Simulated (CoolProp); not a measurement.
Vapour-liquid equilibrium of CH2F2 (R32) (1) + R152A (2) at -70.05 °C; x and y are mole fractions of (1).

Values from CoolProp's multi-fluid Helmholtz-energy mixture model, Tillner-Roth 1997 and Outcalt 1996; pair parameters Bell 2016.

### Question
Give the bubble pressure and the first vapour's composition at x = 0.2, 0.5, 0.8. Is there an azeotrope?

### Answer
x = 0.2: 0.1376 bar, y = 0.552; x = 0.5: 0.2229 bar, y = 0.822; x = 0.8: 0.3046 bar, y = 0.945. No azeotrope shows between x = 0.05 and 0.95.

The pair parameters rest on a limited set of measurements; away from them the model extrapolates.
